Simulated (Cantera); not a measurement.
A closed system holds: 1 mol MgO, 0.096 mol SO₃, 1.6 mol CO₂, at 2330 Torr.

These are equilibrium values from Cantera (NASA tables, ideal gas, pure condensed phases), not measurements of a reactor. Candidate condensed phases: C, Mg, MgCO₃, MgO, MgS, MgSO₄, S; 26 gas species. Mutual solubility and eutectic melting of coexisting phases are not modelled. Kinetics and transport are ignored.

Task: Which condensed phases are stable at each of these points (T (K)): 1223, 1323, 1423, 1523, 1623, 1723, 1823, 1923?

Result: 
```
T (K)   condensed phases  Mg condensed (%)
-----  -----------------  ----------------
1223   MgO(s) + MgSO₄(s)             100.0
1323              MgO(s)             100.0
1423              MgO(s)             100.0
1523              MgO(s)             100.0
1623              MgO(s)             100.0
1723              MgO(s)             100.0
1823              MgO(s)             100.0
1923              MgO(s)             100.0
```

At 1223 K the condensed part is MgO(s) + MgSO₄(s). From 1323 K to 1923 K the condensed part is MgO(s).
